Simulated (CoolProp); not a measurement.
Vapour-liquid equilibrium of diethyl ether (1) + benzene (2) at 393 K; x and y are mole fractions of (1).

Model: multi-fluid Helmholtz-energy mixture model, Thol 2014 and Thol 2012; pair parameters Bell 2016, in CoolProp.

| x | bubble pressure, mixture model (MPa) | bubble pressure, Raoult's law (MPa) | y, mixture model | y, Raoult's law |
|---|---|---|---|---|
| 0.05 | 0.3318 | 0.3343 | ___ | 0.150 |
| 0.2 | 0.4304 | 0.4402 | ___ | 0.457 |
| 0.35 | 0.5304 | 0.5461 | 0.605 | 0.644 |
| 0.5 | 0.6328 | 0.6520 | ___ | 0.771 |
| 0.65 | 0.7386 | 0.7579 | ___ | 0.862 |
| 0.8 | ___ | 0.8639 | ___ | 0.931 |
| 0.95 | ___ | 0.9698 | ___ | 0.985 |

Task: What belongs in the gaps?

Result: 
- 0.05, y, mixture model: 0.136
- 0.2, y, mixture model: 0.421
- 0.5, y, mixture model: 0.736
- 0.65, y, mixture model: 0.835
- 0.8, bubble pressure, mixture model (MPa): 0.8487
- 0.8, y, mixture model: 0.914
- 0.95, bubble pressure, mixture model (MPa): 0.9647
- 0.95, y, mixture model: 0.980

The largest gap from Raoult's law is -2.9 % in bubble pressure, at x = 0.5. No azeotrope shows between x = 0.05 and 0.95.

The pair parameters rest on a limited set of measurements; away from them the model extrapolates.
